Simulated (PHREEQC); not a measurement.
Solution (25 °C): 0.82 mol HNO3 and 5.7e-05 mol CO2 per kg of water. Closed to the air; pH follows from the charge balance.

Model: ion-association model, phreeqc.dat, run in PHREEQC.

```json
{
 "pH": "0.21",
 "ionic_strength": "0.820 mol/kgw",
 "activity_of_water": "0.972",
 "density": "1.023 g/cm³",
 "total_alkalinity": "-820 meq/kg"
}
```

| species | molality | activity | log γ |
|---|---|---|---|
| H+ | 0.820 | 0.614 | -0.126 |
| NO3- | 0.820 | 0.468 | -0.244 |
| CO2 | 5.70e-5 | 6.89e-5 | 0.082 |

This is a speciation only: nothing precipitates in the calculation. Caution: at this ionic strength the ion-association model is outside its range; a Pitzer model would be the better tool where its parameters exist. Complexes and solids missing from the database can't appear.
